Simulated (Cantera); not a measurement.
Cantera run:

```python
import numpy as np
import cantera as ct

gas_names = """
    C CH CH2 CH3 CH2OH CH3O CH4 CH3OH CN CO CO2 COOH C2 C2H CHCO,ketyl C2H2,acetylene C2H2,vinylidene
    CH2CO,ketene C2H3,vinyl CH3CN CH3CO,acetyl C2H4 C2H4O,ethylen CH3CHO,ethanal CH3COOH (HCOOH)2 C2H5
    C2H6 CH3OCH3 C2H5OH CCN CNC C2N2 C2O C3 C3H3,propargyl C3H4,allene C3H4,propyne C3H4,cyclo-
    C3H5,allyl C3H6,propylene C3H6,cyclo- C3H6O C3H7,n-propyl C3H7,i-propyl C3H8 C3H8O,1propanol
    C3H8O,2propanol C3O2 C4 C4H2 C4H4,1,3-cyclo- C4H6,butadiene C4H6,2-butyne C4H6,cyclo- C4H8,1-butene
    C4H8,cis2-buten C4H8,tr2-butene C4H8,isobutene C4H8,cyclo- (CH3COOH)2 C4H9,n-butyl C4H9,i-butyl
    C4H9,s-butyl C4H9,t-butyl C4H10,isobutane C4H10,n-butane C4N2 C5 C5H6,1,3cyclo- C5H8,cyclo-
    C5H10,1-pentene C5H10,cyclo- C5H11,pentyl C5H11,t-pentyl C5H12,n-pentane C5H12,i-pentane
    CH3C(CH3)2CH3 C6H2 C6H5,phenyl C6H5O,phenoxy C6H6 C6H5OH,phenol C6H10,cyclo- C6H12,1-hexene
    C6H12,cyclo- C6H13,n-hexyl C7H7,benzyl C7H8 C7H8O,cresol C7H14,1-heptene C7H15,n-heptyl
    C7H16,n-heptane C8H8,styrene C8H10,ethylbenz C8H16,1-octene C8H17,n-octyl C8H18,isooctane
    C8H18,n-octane C9H19,n-nonyl C10H8,naphthale C10H21,n-decyl C12H9,o-bipheny C12H10,bipheny H HCN HCO
    HCCN HNC HNCO HNO HNO2 HNO3 HO2 H2 HCHO,formaldehy HCOOH H2O H2O2 N NCO NH NH2 NH3 NH2OH NO NO2 NO3
    N2 N2H2 N2H4 N2O O OH O2 O3
""".split()
cond_names = """
    C(gr) C6H6(L) C7H8(L) C8H18(L),n-octa H2O(s) H2O(L)
""".split()


def load(file, names, dense=False):
    # The tables refer to 1 bar. Condensed volumes are neglected.
    table = {s.name: s for s in ct.Species.list_from_file(file)}
    out = []
    for n in names:
        d = dict(table[n].input_data)
        d["thermo"] = dict(d["thermo"], **{"reference-pressure": 1e5})
        if dense:
            d["equation-of-state"] = {"model": "constant-volume", "density": "1e6 g/cm^3"}
        out.append(ct.Species.from_dict(d))
    return out


gas = ct.Solution(thermo="ideal-gas", species=load("nasa_gas.yaml", gas_names))
cond = {s.name: ct.Solution(thermo="fixed-stoichiometry", species=[s], name=s.name)
        for s in load("nasa_condensed.yaml", cond_names, dense=True)}
atoms = {
    'C2H5OH': {'C': 2, 'H': 6, 'O': 1},
    'H2O': {'H': 2, 'O': 1},
    'NH3': {'N': 1, 'H': 3},
}
top_T = {'C(gr)': 4500}  # K; cautious upper limits of use, not melting points


def equilibrate(T, P, feed):
    n = {}
    for name, mol in feed.items():
        for a, k in atoms[name].items():
            n[a] = n.get(a, 0.0) + k * mol
    gas.TPX = T, P, n
    mass = sum(n.values()) * gas.mean_molecular_weight
    gas.equilibrate("TP")
    valid = [c for c in cond.values() if c.min_temp <= T <= top_T.get(c.name, c.max_temp)]
    mix = ct.Mixture([(gas, mass / gas.mean_molecular_weight)] + [(c, 0.0) for c in valid])
    mix.T, mix.P = T, P
    mix.equilibrate("TP", solver="vcs", rtol=1e-11, max_steps=5000)
    return mix


results = []
feed = {'C2H5OH': 1, 'H2O': 0.05, 'NH3': 3}  # mol
P = 10000  # Pa
for T in [625, 700, 775, 850, 925, 1000, 1075, 1150, 1225, 1300, 1375, 1450, 1525, 1600]:
    mix = equilibrate(T, P, feed)
    results.append((T, P, feed, dict(zip(mix.species_names, mix.species_moles))))

top = {s: max(r[3][s] / sum(r[3][g] for g in gas_names) for r in results) for s in gas_names}
cols = sorted((s for s in top if top[s] > 1e-06), key=lambda s: -top[s])[:6]
seen = [c for c in cond_names if any(r[3].get(c, 0) > 1e-12 for r in results)]
print("log10 of partial pressures in bar; condensed amounts in mol")
print(f"{'T/K':>10s}" + "".join(f"{s[:9]:>10s}" for s in cols + seen))
for T, P, feed, n in results:
    ng = sum(n[g] for g in gas_names)
    print(f"{T:10.4g}" + "".join(f"{np.log10(max(n[s] / ng * P / 1e5, 1e-99)):10.3f}" for s in cols)
          + "".join(f"{n.get(c, 0):10.4g}" for c in seen))
```

It prints:

```
log10 of partial pressures in bar; condensed amounts in mol
       T/K        H2       CH4        N2       H2O        CO       CO2     C(gr)
       625    -1.442    -1.553    -1.674    -1.842    -4.595    -3.679         0
       700    -1.317    -1.705    -1.709    -1.962    -3.276    -2.947    0.3618
       775    -1.196    -2.082    -1.762    -2.155    -2.614    -2.870    0.9553
       850    -1.151    -2.507    -1.798    -2.503    -2.201    -3.069     1.033
       925    -1.136    -2.916    -1.818    -3.002    -2.038    -3.599    0.9532
      1000    -1.130    -3.281    -1.824    -3.530    -1.997    -4.240    0.9328
      1075    -1.128    -3.602    -1.827    -4.013    -1.987    -4.840     0.936
      1150    -1.127    -3.885    -1.828    -4.440    -1.984    -5.372    0.9408
      1225    -1.127    -4.136    -1.828    -4.817    -1.983    -5.840     0.944
      1300    -1.127    -4.358    -1.828    -5.150    -1.983    -6.253    0.9456
      1375    -1.127    -4.556    -1.828    -5.447    -1.983    -6.619    0.9462
      1450    -1.127    -4.734    -1.829    -5.713    -1.983    -6.946    0.9458
      1525    -1.127    -4.895    -1.829    -5.952    -1.983    -7.239    0.9443
      1600    -1.127    -5.041    -1.829    -6.168    -1.983    -7.503    0.9417
```

Cantera equilibrium calculation (NASA polynomials, part measured and part estimated; ideal gas, pure solids and liquids).
